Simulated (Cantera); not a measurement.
## Low-pressure radical oxidation in H2/O2

An isothermal, constant-pressure homogeneous reactor starts with H2 : O2 = 0.04 : 1 (molar parts), at 1000 K and 420 Pa.

Detailed kinetics in Cantera: the H2/O2 subset of GRI-Mech 3.0, which has no nitrogen chemistry. Radical loss at walls, strong at low pressure, is not modelled. The temperature is held fixed by assumption; the heat of reaction is taken as removed at once.

```csv
t (s),x H2,x O2,x H2O2,x H2O,x OH
0.000800,0.0385,0.962,<1e-12,3.06e-11,3.91e-11
0.00174,0.0385,0.962,<1e-12,2.30e-10,1.41e-10
0.00376,0.0385,0.962,<1e-12,2.43e-9,9.20e-10
0.00816,0.0385,0.962,<1e-12,1.05e-7,3.36e-8
0.0177,0.0382,0.961,2.34e-10,0.000230,7.24e-5
0.0384,0.00123,0.937,3.33e-8,0.0320,0.00173
0.0833,0.000455,0.941,1.89e-8,0.0350,0.00113
0.181,0.000291,0.948,2.02e-8,0.0368,0.000903
0.392,0.000131,0.955,2.13e-8,0.0383,0.000600
0.850,3.99e-5,0.959,2.06e-8,0.0389,0.000330
1.84,9.49e-6,0.960,1.70e-8,0.0391,0.000162
4.00,2.12e-6,0.961,1.16e-8,0.0392,7.77e-5
```
x: mole fraction; the columns are a selection and need not sum to one.

Equilibrium at this temperature and pressure: H2 5.43e-11, O2 0.961, H2O2 7.02e-12, H2O 0.0392, OH 4.15e-7 (gas phase only).
